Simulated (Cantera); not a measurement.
Cantera with NASA thermochemical tables; ideal gases at 1 bar, condensed phases pure. Values are per mole of reaction as written; species without (g) are pure solids or liquids, kept so even where they would boil at 1 bar. The tables' values for C2F4 are old estimates.

Between 350 and 1950 K, where is each reaction favourable under standard conditions?
- 4 F(g) + 2 C ⇌ C2F4(g)
- C + 4 F(g) ⇌ CF4(g)
- 2 CF3(g) + F2(g) ⇌ 2 CF4(g)


- 4 F(g) + 2 C ⇌ C2F4(g): ΔG° is -855 kJ at 350 K and -270 kJ at 1950 K; it stays negative (K > 1). ΔH° is -991 kJ and ΔS° -370 J/K at 1950 K.
- C + 4 F(g) ⇌ CF4(g): ΔG° is -1118 kJ at 350 K and -472 kJ at 1950 K; it stays negative (K > 1). ΔH° is -1268 kJ and ΔS° -408 J/K at 1950 K.
- 2 CF3(g) + F2(g) ⇌ 2 CF4(g): ΔG° is -852 kJ at 350 K and -519 kJ at 1950 K; it stays negative (K > 1). ΔH° is -915 kJ and ΔS° -203 J/K at 1950 K.
